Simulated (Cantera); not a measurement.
# Stirred combustor or abatement burner

A perfectly stirred reactor is fed with 4.42 % C3H8, 20.1 % O2, 75.5 % N2, equivalence ratio 1.1, at 0.987 atm; it is adiabatic with a 823 K inlet, and is followed from long to short residence time, starting on the burning branch (τ in s: 0.066, 0.03, 0.014, 0.0065, 0.003, 0.0014, 0.00064, 0.00029, 0.00014, 6.2e-05, 2.9e-05, 1.3e-05).

Model: GRI-Mech 3.0 (53 species, 325 reactions), integrated in Cantera. GRI-Mech 3.0 was tuned for natural gas; its chemistry of propane as a main component is partial and can be far from experiment.

```tsv
τ (s)	T (K)	x C3H8	x O2	x CH2CO	x C2H4	x C2H6
0.066	2509	9.56e-8	0.00616	6.76e-8	2.70e-7	9.57e-10
0.030	2501	2.04e-7	0.00664	1.46e-7	5.59e-7	2.04e-9
0.014	2486	4.15e-7	0.00744	3.06e-7	1.08e-6	4.13e-9
0.0065	2461	8.29e-7	0.00868	6.36e-7	1.98e-6	8.08e-9
0.0030	2424	1.63e-6	0.0104	1.31e-6	3.47e-6	1.52e-8
0.0014	2377	3.15e-6	0.0123	2.63e-6	5.90e-6	2.74e-8
0.00064	2325	6.29e-6	0.0145	5.32e-6	1.04e-5	5.00e-8
0.00029	2274	1.31e-5	0.0169	1.10e-5	2.00e-5	9.63e-8
0.00014	2228	2.73e-5	0.0197	2.23e-5	4.03e-5	1.90e-7
6.2e-5	2166	6.94e-5	0.0252	5.54e-5	0.000109	4.77e-7
2.9e-5	2035	0.000248	0.0401	0.000199	0.000521	2.17e-6
1.3e-5	823	0.0442	0.201	<1e-12	<1e-12	<1e-12
```
x: mole fraction; the columns are a selection and need not sum to one.
